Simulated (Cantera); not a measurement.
A closed system holds: 1 mol c-C₄F₈, 1.3 mol H₂, at 2600 K and 32.0 Pa.

Equilibrium computed with Cantera from the NASA thermochemical tables; the gas is ideal and each condensed phase is pure. The feed counts by its element totals alone. Equilibrium is a limit: real reactors are often held back by kinetics, nucleation or transport.

| species | before | after |
|---|---|---|
| HF | 0.316 | 0.532 |
| CF₂ | 0.00743 | 0.237 |
| CF₄ | 7.27e-8 | 0.123 |
| F | 0.633 | 0.0879 |
| CF₃ | 2.14e-6 | 0.0157 |
| CF | 0.0278 | 0.00386 |
| C₂F₄ | <1e-9 | 3.39e-5 |
| CHF₃ | <1e-9 | 2.72e-5 |
| C | 0.00195 | 1.18e-6 |
| C₃ | 0.00692 | 4.18e-6 |
| C₅ | 3.13e-5 | 1.89e-8 |
| C₂ | 0.000650 | 3.92e-7 |
| C(graphite), mol | 3.52 | 2.14 |
Gas species are given as mole fractions.

Problem. Name the change that produced these shifts.
A. H₂ from 1.3 to 0.069 mol
B. pressure from 32.0 Pa to 0.530 bar
C. c-C₄F₈ replaced by CH₃F
D. temperature from 2600 K to 2450 K

Solution. B, pressure from 32.0 Pa to 0.530 bar. The tables' values for C₂F₄ are old estimates; treat these amounts as uncertain. Gases not in the tables: C₂F₆ and larger saturated fluorocarbons
